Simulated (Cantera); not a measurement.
Charge: 1 mol SiH₂Cl₂, 320 mol H₂, equilibrated at 1 atm.

These are equilibrium values from Cantera (NASA tables, ideal gas, pure condensed phases), not measurements of a reactor. Candidate condensed phases: Si; 19 gas species. Gases not in the tables: Si₂H₆ and higher silanes. The numbers say what is thermodynamically allowed, not how fast it happens.

Problem. Which condensed phases are stable at each of these points (T (°C)): 550, 625, 700, 775, 850, 925, 1000, 1075, 1150, 1225, 1300, 1375, 1450?

Solution. 
```
T (°C)  condensed phases  Si condensed (%)
------  ----------------  ----------------
550                Si(s)              41.1
625                Si(s)              47.5
700                Si(s)              58.1
775                Si(s)              71.8
850                Si(s)              84.6
925                Si(s)              91.9
1000               Si(s)              94.8
1075               Si(s)              95.7
1150               Si(s)              95.9
1225               Si(s)              95.9
1300               Si(s)              95.7
1375               Si(s)              95.4
1450               Si(l)              95.2
```

From 550 °C to 1375 °C the condensed part is Si(s). At 1450 °C the condensed part is Si(l).
